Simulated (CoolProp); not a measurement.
Vapour-liquid equilibrium of R22 (1) + cyclohexane (2) at 64.15 °C; x and y are mole fractions of (1).

Computed with CoolProp (multi-fluid Helmholtz-energy mixture model, Kamei 1995 and Zhou 2014; pair parameters Bell 2016).

```
x     bubble pressure (kPa)  y at the bubble point  dew pressure at overall composition x (kPa)  liquid density (mol/L)
----  ---------------------  ---------------------  -------------------------------------------  ----------------------
0.05                  291.2                  0.790                                        63.04                   8.901
0.2                   860.2                  0.926                                        75.04                   9.383
0.35                   1264                  0.949                                        92.60                   9.882
0.5                    1557                  0.960                                        120.8                   10.39
0.65                   1809                  0.968                                        173.3                   10.89
0.8                    2089                  0.977                                        306.6                   11.33
0.95                   2479                  0.992                                         1278                   11.62
```

No azeotrope shows between x = 0.05 and 0.95.

Pair parameters are fitted to limited data, so mixtures are less certain than the pure fluids. The gap from Raoult's law changes sign with composition, which may be real or a fault of the pair parameters; it wasn't checked against measurements. With so large a gap from Raoult's law the liquid may split in two, which this calculation doesn't test in full.
